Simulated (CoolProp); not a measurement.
Computed with CoolProp (reference Helmholtz-energy equation of state, McLinden 2015).

Q: For the fluoroketone C6F12O (FK-5-1-12), give the phase and the Z, Joule-Thomson coefficient (K/MPa), expansivity (1/kK) at -30.55 °C and 2300 kPa; -96.85 °C and 38.4 kPa.

A: 
- -30.55 °C and 2300 kPa: liquid; Z 0.204, Joule-Thomson coefficient -0.330, expansivity 1.51
- -96.85 °C and 38.4 kPa: liquid; Z 0.00427, Joule-Thomson coefficient -0.337, expansivity 1.41
